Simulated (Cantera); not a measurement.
Charge: 1 mol MgO, 0.57 mol C, 0.3 mol CO, held at 2648 K and 100000 Pa.

These are equilibrium values from Cantera (NASA tables, ideal gas, pure condensed phases), not measurements of a reactor. Candidate condensed phases: C, Mg, MgCO3, MgO; 15 gas species. Kinetics and transport are ignored.

Base state: CO 0.598, Mg 0.398, CO2 0.00351, MgO 0.000297, O 1.31e-5 (mole fractions); condensed: MgO(s).

Q: What changes in the equilibrium state with this change: 0.0011 mol CH4 added?

A: 
| species | before | after |
|---|---|---|
| CO | 0.598 | 0.597 |
| Mg | 0.398 | 0.397 |
| CO2 | 0.00351 | 0.00351 |
| H | 0 | 0.00123 |
| H2 | 0 | 0.000702 |
| MgH | 0 | 0.000221 |
| MgOH | 0 | 0.000109 |
| H2O | 0 | 2.72e-5 |
| MgO(s), mol | 0.424 | 0.423 |
The tables' values for MgH are old estimates; treat these amounts as uncertain. Further candidate phases: C6H6, C7H8, C8H18, H2O, Mg(OH)2.
